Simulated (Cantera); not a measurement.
A Cantera script and what it prints.

```python
import numpy as np
import cantera as ct

gas_names = """
    B BH BH2 BH3 BN BO BO2 B2 B2O B2O2 B2O3 B3O3H3 H HBO HBO2 HNO HNO2 HNO3 HO2 H2 H2O H2O2 H3B3O6 N NH
    NH2 NH3 NH2OH NO NO2 NO3 N2 N2H2 N2H4 N2O O OH O2 O3
""".split()
cond_names = """
    B(b) B(L) BN(s) B2O3(L) B3O3H3(cr) H2O(s) H2O(L)
""".split()


# ... load() reads the species with a 1 bar reference pressure and builds the phases ...
atoms = {
    'B2O3': {'B': 2, 'O': 3},
    'H2O': {'H': 2, 'O': 1},
    'N2': {'N': 2},
}
top_T = {'BN(s)': 3200}  # K; cautious upper limits of use, not melting points


# ... equilibrate(T, P, feed) seeds the gas with the atoms and calls Mixture.equilibrate('TP', solver="vcs", rtol=1e-11, max_steps=5000) ...
results = []
feed = {'B2O3': 1, 'H2O': 0.086, 'N2': 0.13}  # mol
T = 823.15  # K
P = 1333.22  # Pa
mix = equilibrate(T, P, feed)
results.append((T, P, feed, dict(zip(mix.species_names, mix.species_moles))))
x = sorted(zip(gas.X, gas.species_names), reverse=True)
print(f"T = {T:g} K  P = {P:g} Pa  gas = {mix.phase_moles(0):.4g} mol")
print("   x: " + "  ".join(f"{s} {v:.3e}" for v, s in x if v > 0.0001))
print("   condensed (mol): " + ("  ".join(f"{mix.phase(i).name} {mix.phase_moles(i):.4g}"
      for i in range(1, mix.n_phases) if mix.phase_moles(i) > 1e-12) or "none"))
```

Result:

```
T = 823.15 K  P = 1333.22 Pa  gas = 0.2158 mol
   x: N2 6.025e-01  H2O 3.952e-01  H3B3O6 2.268e-03
   condensed (mol): B2O3(L) 0.9993
```

Cantera equilibrium calculation (NASA polynomials, part measured and part estimated; ideal gas, pure solids and liquids). Gases not in the tables: H3BO3.
